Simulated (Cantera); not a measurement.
Feed: 1 mol AlN, 0.058 mol N₂, at 93.0 Pa.

These are equilibrium values from Cantera (NASA tables, ideal gas, pure condensed phases), not measurements of a reactor. Candidate condensed phases: Al, AlN; 5 gas species. Equilibrium is a limit: real reactors are often held back by kinetics, nucleation or transport.

At 1800 °C, list the 3 most abundant gas species with their mole fractions, and the condensed phases.

Al 0.642, N₂ 0.358, Al₂ 8.10e-5. Condensed: gas only.
